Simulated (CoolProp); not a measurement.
Vapour-liquid equilibrium of R1234yf (1) + R134a (2) at 287.9 K; x and y are mole fractions of (1).

Computed with CoolProp (multi-fluid Helmholtz-energy mixture model, Lemmon 2022 and Tillner-Roth 1994; pair parameters Bell 2022).

```tsv
x	bubble pressure (MPa)	y at the bubble point	dew pressure at overall composition x (MPa)	liquid density (mol/L)
0.05	0.4913	0.061	0.4901	12.05
0.2	0.5074	0.225	0.5052	11.62
0.35	0.5177	0.371	0.5165	11.23
0.5	0.5231	0.509	0.5229	10.88
0.65	0.5238	0.646	0.5238	10.55
0.8	0.5198	0.788	0.5193	10.25
0.95	0.5108	0.944	0.5103	9.977
```

y crosses x between x = 0.5 and 0.65: the model has an azeotrope there.

Pair parameters are fitted to limited data, so mixtures are less certain than the pure fluids.
